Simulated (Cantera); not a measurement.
Input: 1 mol SiO2, 17 mol CO, 0.11 mol N2, a varied amount of C, at 2450 K and 1.00 bar.

Equilibrium computed with Cantera from the NASA thermochemical tables; the gas is ideal and each condensed phase is pure. Candidate condensed phases: C, Si, SiC, SiO2, Si2N2O, Si3N4; 34 gas species. The numbers say what is thermodynamically allowed, not how fast it happens.

**Question.** What share of the Si ends up in condensed phases as a function of n(C) (mol), at 0.39, 1.1, 1.7, 2.4, 3.1, 3.7, 4.4, 5, 5.7?

**Answer.** 
```csv
n(C) (mol),Si condensed (%),as
0.39,0.0,-
1.1,3.3,SiC(s)
1.7,33.5,SiC(s)
2.4,57.7,SiC(s)
3.1,57.7,SiC(s)
3.7,57.7,SiC(s)
4.4,57.7,SiC(s)
5,57.7,SiC(s)
5.7,57.7,SiC(s)
```
